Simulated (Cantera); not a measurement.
Input: 1 mol Al(CH3)3, 13 mol N2, 4.4 mol H2, 69 mol NH3, at 6.00 Torr.

These are equilibrium values from Cantera (NASA tables, ideal gas, pure condensed phases), not measurements of a reactor. Candidate condensed phases: Al, AlN, C, C6H6, C7H8, C8H18; 97 gas species. The feed counts by its element totals alone. The numbers say what is thermodynamically allowed, not how fast it happens.

log p: log10 of the partial pressure in bar; n: condensed amount in mol.

```
T (K)  log p H2  log p N2  log p H  log p Al  log p HCN  n AlN(s)  n C(graphite)
-----  --------  --------  -------  --------  ---------  --------  -------------
873       -2.25     -2.63   -11.45      <-14          …      1.00           2.72
973       -2.25     -2.63   -10.09      <-14          …      1.00           2.92
1073      -2.25     -2.63    -8.98      <-14          …      1.00           2.97
1173      -2.25     -2.63    -8.05      <-14          …      1.00           2.98
1273      -2.25     -2.63    -7.27    -12.86          …      1.00           2.98
1373      -2.25     -2.63    -6.60    -10.95          …      1.00           2.97
1473      -2.25     -2.63    -6.02     -9.30          …     1.000           2.93
1573      -2.25     -2.63    -5.52     -7.87          …     1.000           2.87
1673      -2.25     -2.63    -5.07     -6.60          …     0.995           2.75
1773      -2.25     -2.63    -4.67     -5.49          …     0.933           2.57
1873      -2.26     -2.63    -4.32     -4.49          …     0.332           2.28
1973      -2.26     -2.63    -4.00     -4.32          …         0           1.85
```

Question: Some entries are withheld; supply them.

Answer: 
- 873, log p HCN: -8.74
- 973, log p HCN: -7.92
- 1073, log p HCN: -7.25
- 1173, log p HCN: -6.70
- 1273, log p HCN: -6.23
- 1373, log p HCN: -5.84
- 1473, log p HCN: -5.50
- 1573, log p HCN: -5.20
- 1673, log p HCN: -4.94
- 1773, log p HCN: -4.71
- 1873, log p HCN: -4.51
- 1973, log p HCN: -4.33
